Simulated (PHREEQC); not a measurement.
A solution holds 0.0021 mol HCl, 8.6e-05 mol AlCl3 and 0.00063 mol KCl per kg of water, at 20 °C. It is in equilibrium with CO2 at log p = -2 (atm). Otherwise closed; pH follows from the charge balance.

Computed with PHREEQC (ion-association model, wateq4f.dat).

No solid was allowed to form.

### Question
What pH does the model give?

### Answer
pH 2.70.

Species that the database lacks are ignored.
